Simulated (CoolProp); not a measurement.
Vapour-liquid equilibrium of ethanol (1) + n-octane (2) at 402.5 K; x and y are mole fractions of (1).

Values from CoolProp's multi-fluid Helmholtz-energy mixture model, Schroeder 2014 and Beckmüller 2019; pair parameters Bell 2016.

Give the bubble pressure and the first vapour's composition at x = 0.2, 0.35, 0.65. Is there an azeotrope?

x = 0.2: 0.3869 MPa, y = 0.723; x = 0.35: 0.4511 MPa, y = 0.774; x = 0.65: 0.5093 MPa, y = 0.830. No azeotrope shows between x = 0.05 and 0.95.

The pair parameters rest on a limited set of measurements; away from them the model extrapolates. With so large a gap from Raoult's law the liquid may split in two, which this calculation doesn't test in full.
